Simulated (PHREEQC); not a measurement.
A solution holds 0.0014 mol CuSO4, 8.3e-05 mol HNO3 and 0.19 mol FeCl3 per kg of water, at 25 °C. Closed to the air; pH follows from the charge balance.

The numbers come from PHREEQC with the ion-association model, phreeqc.dat.

No solid was allowed to form.

Task: Order these Cl species by the share of Cl that they hold, largest first: Cl-, FeCl+2, FeCl3, FeCl2+.

Result: Cl- (70 %), FeCl+2 (18 %), FeCl2+ (12 %), FeCl3 (0.26 %)

The pH is 1.87 and the ionic strength 0.641 mol/kgw. Saturation is exceeded, for instance for Hematite (slow to form), Goethite (slow to form); the values hold only as long as no solid forms.
